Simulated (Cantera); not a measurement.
An isothermal, constant-pressure homogeneous reactor starts with CH4 : H2O = 4.1 : 0.92 (molar parts), at 1300 K and 5.00 bar.

Model: GRI-Mech 3.0 (53 species, 325 reactions), integrated in Cantera. GRI-Mech 3.0 stops at C3 and has no aromatics, soot or wall deposition, so with more carbon than oxygen in the feed, carbon stays in small species such as C2H2 where larger ones or solid carbon would form.

Problem. Predict: x(CH4) at 20.0 s; x(H2O) at 20.0 s; x(H2) at 20.0 s; x(CH2O) at 20.0 s; x(H) at 20.0 s.

Solution. 
```json
{
  "x(CH4) at 20.0 s": "0.576 (gas-phase equilibrium 0.444)",
  "x(H2O) at 20.0 s": "0.162 (gas-phase equilibrium 3.74e-5)",
  "x(H2) at 20.0 s": "0.182 (gas-phase equilibrium 0.415)",
  "x(CH2O) at 20.0 s": "1.12e-7 (gas-phase equilibrium 1.29e-7)",
  "x(H) at 20.0 s": "2.12e-7 (gas-phase equilibrium 3.21e-7)"
}
```
